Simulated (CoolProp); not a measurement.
Vapour-liquid equilibrium of CHF3 (R23) (1) + R22 (2) at 11.1 bar; x and y are mole fractions of (1).

The numbers come from the multi-fluid Helmholtz-energy mixture model, Penoncello 2003 and Kamei 1995; pair parameters Bell 2016 in CoolProp.

| x | bubble temperature (K) | y at the bubble point | dew temperature at overall composition x (K) | liquid density (mol/L) |
|---|---|---|---|---|
| 0.05 | 294.6 | 0.161 | 298.7 | 13.95 |
| 0.125 | 286.9 | 0.352 | 296.0 | 14.33 |
| 0.2 | ___ | ___ | 293.1 | 14.68 |
| 0.275 | 274.6 | 0.603 | 290.2 | 14.99 |
| 0.35 | 269.8 | 0.685 | 287.0 | 15.28 |
| 0.425 | 265.7 | ___ | 283.6 | 15.54 |
| 0.5 | 262.2 | 0.799 | 280.1 | 15.78 |
| 0.575 | 259.1 | 0.840 | 276.2 | 16.01 |
| 0.65 | 256.4 | 0.875 | 271.9 | 16.22 |
| 0.725 | 253.9 | 0.906 | ___ | 16.43 |
| 0.8 | 251.6 | 0.933 | 262.1 | 16.64 |
| 0.875 | 249.4 | ___ | 256.4 | 16.85 |
| 0.95 | 247.4 | 0.984 | 250.2 | 17.07 |

Q: Complete the blanks.

A: 
- 0.2, bubble temperature (K): 280.3
- 0.2, y at the bubble point: 0.496
- 0.425, y at the bubble point: 0.748
- 0.725, dew temperature at overall composition x (K): 267.3
- 0.875, y at the bubble point: 0.959

No azeotrope shows between x = 0.05 and 0.95.

The pair parameters rest on a limited set of measurements; away from them the model extrapolates. The gap from Raoult's law changes sign with composition, which may be real or a fault of the pair parameters; it wasn't checked against measurements.
